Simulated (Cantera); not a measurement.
Feed: 1 mol HF, 0.0063 mol SO2, 0.84 mol N2, 4.7 mol H2, held at 2750 K and 13.0 Pa.

Equilibrium computed with Cantera from the NASA thermochemical tables; the gas is ideal and each condensed phase is pure. Candidate condensed phases: H2O, H2SO4, S; 62 gas species. The numbers say what is thermodynamically allowed, not how fast it happens.

Task: What is the equilibrium state?

Result: 
```json
{
 "x(H)": "0.815",
 "x(HF)": "0.0766",
 "x(N2)": "0.0750",
 "x(H2)": "0.0185",
 "x(F)": "0.0128",
 "x(O)": "0.00108",
 "x(S)": "0.000561",
 "x(N)": "5.77e-5",
 "x(OH)": "3.85e-5",
 "gas_amount": "11.19 mol",
 "log10 activity of S(l) (absent)": "-8.02"
}
```
